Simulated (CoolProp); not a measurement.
The numbers come from the reference Helmholtz-energy equation of state, de Reuck 1993 in CoolProp.

**Question.** For methanol, give the phase and the density (kg/m³), cv (kJ/(kg K)), speed of sound (m/s), Joule-Thomson coefficient (K/MPa) at 351.1 K and 101 kPa.

**Answer.** 
- 351.1 K and 101 kPa: gas; density 1.14, cv 1.78, speed of sound 324, Joule-Thomson coefficient 127
